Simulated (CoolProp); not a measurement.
The fluid at 416.74 K and 0.277 MPa is compressed adiabatically to 1.24 MPa with isentropic efficiency 0.8. The same conditions are run with several fluids, on thermodynamics alone (safety and materials aside).

Model: reference Helmholtz-energy equation of state of each fluid (trans-2-butene: Lemmon 2005; benzene: Thol 2012; 1,2-dichloroethane: Thol 2015; c-C4F8 (RC318): Platzer 1990; the fluoroketone C6F12O (FK-5-1-12): McLinden 2015), in CoolProp. The equations of Platzer and Polt are older, rougher fits.

| fluid | work (kJ/kg) | final temperature (K) | final density (kg/m³) |
|---|---|---|---|
| trans-2-butene | 116 | 478.3 | 19.0 |
| benzene | [?] | [?] | 29.4 |
| 1,2-dichloroethane | 64.1 | 495.2 | 34.6 |
| c-C4F8 (RC318) | [?] | [?] | 71.9 |
| the fluoroketone C6F12O (FK-5-1-12) | 17.9 | 445.0 | 146 |

**Question.** What belongs in the gaps?

**Answer.** 
- benzene, work (kJ/kg): 78.8
- benzene, final temperature (K): 478.7
- c-C4F8 (RC318), work (kJ/kg): 31.9
- c-C4F8 (RC318), final temperature (K): 454.5
